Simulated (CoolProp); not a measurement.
The numbers come from the reference Helmholtz-energy equation of state, Lemmon 2006 in CoolProp. It is a short technical equation, of lower accuracy than the large ones.

For carbonyl sulfide, give the phase and the cp (kJ/(kg K)) at 70.65 °C and 0.208 MPa; 113.05 °C and 0.208 MPa.


- 70.65 °C and 0.208 MPa: gas; cp 0.740
- 113.05 °C and 0.208 MPa: gas; cp 0.764
